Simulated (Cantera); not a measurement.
Standard-state values (1 bar) from the NASA 1993 polynomials, evaluated with Cantera. Values are per mole of reaction as written; species without (g) are pure solids or liquids, kept so even where they would boil at 1 bar.

8 O3(g) + 3 Si3N4 → 9 Si + 12 NO2(g)

| T (K) | ΔH° (kJ) | ΔS° (J/K) | ΔG° (kJ) | log10 K |
|---|---|---|---|---|
| 748 | 1506.5 | 795.6 | 911.4 | -63.64 |
| 798 | 1505.0 | 793.7 | 871.7 | -57.05 |
| 848 | 1503.3 | 791.6 | 832.0 | -51.25 |
| 898 | 1501.5 | 789.5 | 792.5 | -46.10 |
| 948 | 1499.4 | 787.3 | 753.1 | -41.49 |
| 998 | … | … | … | … |
| 1048 | 1494.7 | 782.6 | 674.6 | -33.62 |
| 1098 | … | … | … | … |

**Question.** Fill in the missing entries.

**Answer.** 
- 998, ΔH° (kJ): 1497.1
- 998, ΔS° (J/K): 784.9
- 998, ΔG° (kJ): 713.8
- 998, log10 K: -37.36
- 1098, ΔH° (kJ): 1492.3
- 1098, ΔS° (J/K): 780.3
- 1098, ΔG° (kJ): 635.5
- 1098, log10 K: -30.23
